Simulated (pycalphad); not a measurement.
**Effect of Fe content in Al-Fe-Si**

Computed with pycalphad from the COST 507 light-alloy database (1999), at 1 atm. These are 1990s assessments: newer ones move some temperatures and phases. Phase fractions are per mole of atoms.

### Question
One of these alloys has its liquidus at 743 °C, its solidus at 637 °C, and holds fcc 0.91, AL13FE4 0.06, ALFESI_ALPHA 0.03 at 477 °C. Which?
A) Al-1.499Fe-0.2788Si (wt.%)
B) Al-1.009Fe-0.2795Si (wt.%)
C) Al-3.973Fe-0.2752Si (wt.%)
D) Al-0.248Fe-0.2807Si (wt.%)

### Answer
C, Al-3.973Fe-0.2752Si (wt.%). The others: Al-0.248Fe-0.2807Si (wt.%), liquidus 658, solidus 638; Al-1.009Fe-0.2795Si (wt.%), liquidus 655, solidus 638; Al-1.499Fe-0.2788Si (wt.%), liquidus 654, solidus 638

Database names, with the compositions (at.%) that they take in these runs: AL13FE4: Al 76 Fe 24; ALFESI_ALPHA: Al 71-74 Fe 19 Si 7-10.
